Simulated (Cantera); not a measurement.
Input: 1 mol Al, 40 mol NH3, 12 mol N2, held at 0.100 bar.

Equilibrium computed with Cantera from the NASA thermochemical tables; the gas is ideal and each condensed phase is pure. Candidate condensed phases: Al, AlN; 13 gas species. Rates play no part.

Over these rows the condensed part is AlN(s). Partial pressures as log10 of bar:

| T (K) | 1000/T (1/K) | log p Al | log p H2 | log p N2 |
|---|---|---|---|---|
| 1598 | 0.6258 | -8.12 | -1.18 | -1.46 |
| 1648 | 0.6068 | -7.49 | -1.18 | -1.46 |
| 1698 | 0.5889 | -6.90 | -1.18 | -1.46 |
| 1748 | 0.5721 | -6.34 | -1.18 | -1.46 |
| 1798 | 0.5562 | -5.81 | -1.18 | -1.46 |
| 1848 | 0.5411 | ? | -1.18 | -1.46 |

Question: Fit log p(Al) = a + b·(1000/T) to the five rows, give the apparent enthalpy, and predict the row at 1848 K.

Answer: Means: 1000/T = 0.5900, log p = -6.932. Sxy = -0.100460, Sxx = 0.0030279, so b = -33.18 and a = -6.932 − (-33.18)×0.5900 = 12.64.
Apparent enthalpy: −19.145 × (-33.18) = 635 kJ/mol. With the condensed phases at unit activity, AlN(s) = Al(g) + 1/2 N2(g) links this pressure to the main gases: over the six rows their terms move log p by +0.00 in all, so the slope is close to that reaction's ΔH°. The five rows lie within 0.01 of the line.
Prediction at 1848 K: 12.64 + (-33.18)×0.5411 = -5.31. The computed value is -5.31, 0.00 from the line.
